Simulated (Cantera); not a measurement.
A Cantera script and its output.

```python
import numpy as np
import cantera as ct

gas = ct.Solution("gri30.yaml", transport_model="mixture-averaged")
show = ['C2H2', 'H2O', 'NO']

rows = []
print(f"{'T/K':>7s}{'rho':>11s}{'cp':>10s}{'mu':>11s}{'lambda':>11s}{'Pr':>7s}" + "".join(f"{'D_' + s:>11s}" for s in show))
for T in [400, 600, 800, 1000, 1200, 1400, 1600, 1800]:
    gas.TPX = T, 500000, {'C3H8': 0.81, 'CO': 0.71, 'NH3': 0.082, 'CH4': 0.27}
    Pr = gas.cp_mass * gas.viscosity / gas.thermal_conductivity
    D = [gas.mix_diff_coeffs_mole[gas.species_index(s)] for s in show]
    rows.append([gas.density, gas.cp_mass, gas.viscosity, gas.thermal_conductivity, Pr, *D])
    print(f"{T:7g}{gas.density:11.4e}{gas.cp_mass:10.1f}{gas.viscosity:11.4e}"
          f"{gas.thermal_conductivity:11.4e}{Pr:7.3f}" + "".join(f"{d:11.4e}" for d in D))
print("SI units: kg/m3, J/kg/K, Pa s, W/m/K, m2/s")
```

Result:

```
    T/K        rho        cp         mu     lambda     Pr     D_C2H2      D_H2O       D_NO
    400 4.9257e+00    1812.8 1.4340e-05 3.4018e-02  0.764 4.2519e-06 5.6489e-06 5.1720e-06
    600 3.2838e+00    2343.8 1.9888e-05 5.7133e-02  0.816 8.8481e-06 1.2314e-05 1.0503e-05
    800 2.4629e+00    2764.7 2.4665e-05 8.0420e-02  0.848 1.4646e-05 2.0965e-05 1.7170e-05
   1000 1.9703e+00    3089.6 2.8932e-05 1.0299e-01  0.868 2.1502e-05 3.1332e-05 2.5030e-05
   1200 1.6419e+00    3320.1 3.2835e-05 1.2459e-01  0.875 2.9324e-05 4.3237e-05 3.3987e-05
   1400 1.4073e+00    3510.8 3.6465e-05 1.4519e-01  0.882 3.8045e-05 5.6554e-05 4.3969e-05
   1600 1.2314e+00    3667.1 3.9882e-05 1.6480e-01  0.887 4.7613e-05 7.1191e-05 5.4924e-05
   1800 1.0946e+00    3793.9 4.3127e-05 1.8347e-01  0.892 5.7990e-05 8.7078e-05 6.6807e-05
SI units: kg/m3, J/kg/K, Pa s, W/m/K, m2/s
```

Model: GRI-Mech 3.0 (53 species, 325 reactions), integrated in Cantera. Polar gases are described roughly by these parameters. The composition is frozen, though it would react at the higher temperatures.
